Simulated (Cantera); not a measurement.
What does this Cantera script print?

```python
import numpy as np
import cantera as ct

gas_names = """
    AL ALCL ALCL2 ALCL3 ALN AL2 AL2CL6 CL CL2 N N2
""".split()
cond_names = """
    AL(cr) AL(L) ALCL3(s) ALCL3(L) ALN(s)
""".split()


# ... load() reads the species with a 1 bar reference pressure and builds the phases ...
atoms = {
    'AlN': {'AL': 1, 'N': 1},
    'Cl2': {'CL': 2},
    'N2': {'N': 2},
}
top_T = {'ALN(s)': 2750}  # K; cautious upper limits of use, not melting points


# ... equilibrate(T, P, feed) seeds the gas with the atoms and calls Mixture.equilibrate('TP', solver="vcs", rtol=1e-11, max_steps=5000) ...
results = []
feed = {'AlN': 1, 'Cl2': 5.5, 'N2': 0.43}  # mol
P = 1000  # Pa
for T in [1223, 1298, 1373, 1448, 1523, 1598, 1673, 1748, 1823, 1898, 1973]:
    mix = equilibrate(T, P, feed)
    results.append((T, P, feed, dict(zip(mix.species_names, mix.species_moles))))

top = {s: max(r[3][s] / sum(r[3][g] for g in gas_names) for r in results) for s in gas_names}
cols = sorted((s for s in top if top[s] > 1e-06), key=lambda s: -top[s])[:9]
seen = [c for c in cond_names if any(r[3].get(c, 0) > 1e-12 for r in results)]
print("log10 of partial pressures in bar; condensed amounts in mol")
print(f"{'T/K':>10s}" + "".join(f"{s[:9]:>10s}" for s in cols + seen))
for T, P, feed, n in results:
    ng = sum(n[g] for g in gas_names)
    print(f"{T:10.4g}" + "".join(f"{np.log10(max(n[s] / ng * P / 1e5, 1e-99)):10.3f}" for s in cols)
          + "".join(f"{n.get(c, 0):10.4g}" for c in seen))
```

Result:

```
log10 of partial pressures in bar; condensed amounts in mol
       T/K        CL       CL2     ALCL3        N2     ALCL2      ALCL    AL2CL6
      1223    -3.322    -2.197    -2.784    -2.815   -10.322   -16.410    -7.649
      1298    -3.027    -2.225    -2.794    -2.825    -9.580   -15.092    -7.943
      1373    -2.775    -2.273    -2.811    -2.843    -8.917   -13.904    -8.218
      1448    -2.566    -2.350    -2.837    -2.868    -8.316   -12.816    -8.482
      1523    -2.400    -2.467    -2.869    -2.901    -7.761   -11.798    -8.738
      1598    -2.279    -2.630    -2.906    -2.937    -7.236   -10.826    -8.981
      1673    -2.199    -2.839    -2.938    -2.970    -6.729    -9.881    -9.199
      1748    -2.151    -3.082    -2.963    -2.994    -6.235    -8.960    -9.386
      1823    -2.124    -3.341    -2.978    -3.009    -5.757    -8.074    -9.543
      1898    -2.110    -3.600    -2.989    -3.018    -5.303    -7.233    -9.678
      1973    -2.103    -3.851    -2.997    -3.023    -4.877    -6.444    -9.799
```

Equilibrium computed with Cantera from the NASA thermochemical tables; the gas is ideal and each condensed phase is pure. The tables' values for AlCl2 are old estimates; treat these amounts as uncertain.
